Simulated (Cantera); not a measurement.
Charge: 1 mol Al, 0.52 mol HCl, 5 mol H2, held at 7700 Pa.

These are equilibrium values from Cantera (NASA tables, ideal gas, pure condensed phases), not measurements of a reactor. Candidate condensed phases: Al, AlCl3; 12 gas species. The tables' values for AlCl2 are old estimates; treat these amounts as uncertain. Kinetics and transport are ignored.

x: gas mole fraction; n: condensed amount in mol.

```tsv
T (K)	x H2	x AlCl	x AlCl3	x AlCl2	x Al	n Al(l)
1023	0.959	0.0126	0.0262	0.00171	1.53e-9	0.778
1123	0.941	___	___	0.00341	___	___
1223	0.919	___	___	0.00295	___	___
1323	0.912	0.0865	0.000298	0.00125	6.24e-6	0.492
1423	0.910	0.0888	2.88e-5	0.000492	4.50e-5	0.484
1523	0.910	0.0894	3.67e-6	0.000214	0.000249	0.480
1623	0.909	0.0895	6.05e-7	0.000103	0.00111	0.474
```

Question: Fill in the missing entries.

Answer: 
- 1123, x AlCl: 0.0406
- 1123, x AlCl3: 0.0152
- 1123, x Al: 4.05e-8
- 1123, n Al(l): 0.669
- 1223, x AlCl: 0.0749
- 1223, x AlCl3: 0.00329
- 1223, x Al: 6.20e-7
- 1223, n Al(l): 0.536
